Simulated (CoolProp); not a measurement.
Vapour-liquid equilibrium of R1234yf (1) + R134a (2) at -41.05 °C; x and y are mole fractions of (1).

Model: multi-fluid Helmholtz-energy mixture model, Lemmon 2022 and Tillner-Roth 1994; pair parameters Bell 2022, in CoolProp.

| x | bubble pressure, mixture model (MPa) | bubble pressure, Raoult's law (MPa) | y, mixture model | y, Raoult's law |
|---|---|---|---|---|
| 0.05 | 0.04998 | 0.04898 | 0.078 | 0.060 |
| 0.2 | 0.05366 | 0.05057 | 0.266 | 0.234 |
| 0.35 | 0.05627 | 0.05217 | 0.416 | 0.396 |
| 0.5 | 0.05806 | 0.05376 | 0.547 | 0.549 |
| 0.65 | 0.05917 | 0.05536 | 0.672 | 0.694 |
| 0.8 | 0.05962 | 0.05695 | 0.802 | 0.830 |
| 0.95 | 0.05935 | 0.05855 | 0.946 | 0.959 |

The largest gap from Raoult's law is +8.0 % in bubble pressure, at x = 0.5. y crosses x between x = 0.8 and 0.95: the model has an azeotrope there.

Pair parameters are fitted to limited data, so mixtures are less certain than the pure fluids.
